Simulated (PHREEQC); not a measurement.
A made-up water analysis in mmol/kgw, 25 °C, pH 3.09, pe 12.9: Na 1.53; K 0.253; Ca 1.56; Mg 1.01; Cl 0.848; S(6) 6.33; Cu(2) 0.0102; Al 2.02; Zn 0.00142; F 0.128; Fe(3) 0.00703.

Valence states are taken as typed.

All values are PHREEQC results (ion-association model, wateq4f.dat), not measurements.

This is a speciation only: nothing precipitates in the calculation.

### Question
Order these Cu species by the share of Cu that they hold, largest first: CuSO4, CuCl+, Cu+2.

### Answer
Cu+2 (77 %), CuSO4 (23 %), CuCl+ (0.11 %)

The pH is 3.09 and the ionic strength 0.0166 mol/kgw. Examples of supersaturated solids here: Hematite (slow to form), Goethite (slow to form). Others may be too. Fluoro complexes past AlF4- and FeF3 are missing from the database.
